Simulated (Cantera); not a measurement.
Input: 1 mol B₂O₃, 4.6 mol BCl₃, 2.4 mol O₂, at 950 °C and 0.770 bar.

Equilibrium computed with Cantera from the NASA thermochemical tables; the gas is ideal and each condensed phase is pure. The tables' values for BOCl are old estimates; treat these amounts as uncertain. Equilibrium is a limit: real reactors are often held back by kinetics, nucleation or transport.

```
species        before    after
------------  -------  -------
Cl₂             0.769    0.653
BCl₃            0.175    0.266
B₃O₃Cl₃        0.0498   0.0756
BOCl          3.53e-5  4.06e-5
Cl            0.00599  0.00552
B₂O₃(l), mol     2.29     2.05
```
Gas species are given as mole fractions.

Q: Name the change that produced these shifts.
(A) O₂ from 2.4 to 0.37 mol
(B) BCl₃ from 4.6 to 3.6 mol
(C) O₂ from 2.4 to 0.4 mol
(D) BCl₃ from 4.6 to 5.7 mol

A: D, BCl₃ from 4.6 to 5.7 mol
